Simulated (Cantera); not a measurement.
Feed: 1 mol Fe(CO)5, 3.5 mol CO, 0.37 mol N2, held at 1050 K and 1 atm.

Equilibrium computed with Cantera from the NASA thermochemical tables; the gas is ideal and each condensed phase is pure. Candidate condensed phases: C, Fe, Fe(CO)5, FeO, Fe2O3, Fe3O4; 27 gas species. Condensed phases not in the tables: cementite and carbon dissolved in iron. Kinetics and transport are ignored.

Base state: CO 0.810, CO2 0.142, N2 0.0476 (mole fractions); condensed: C(graphite) + Fe(α).

### Question
What changes in the equilibrium state with this change: temperature from 1050 K to 1648 K?

### Answer
```csv
species,before,after
CO,0.810,0.958
N2,0.0476,0.0417
CO2,0.142,0.000189
"C(graphite), mol",1.10,0.00168
"Fe(α), mol",1.00,0
"Fe(γ), mol",0,1.000
```
Iron dissolves carbon and melts from about 1420 K in contact with it, which pure phases cannot show.

### Question
What changes in the equilibrium state with this change: pressure from 1 atm to 1.33 mbar?

### Answer
| species | before | after |
|---|---|---|
| CO | 0.810 | 0.958 |
| N2 | 0.0476 | 0.0417 |
| CO2 | 0.142 | 0.000262 |
| C(graphite), mol | 1.10 | 0.00232 |
| Fe(α), mol | 1.00 | 1.00 |
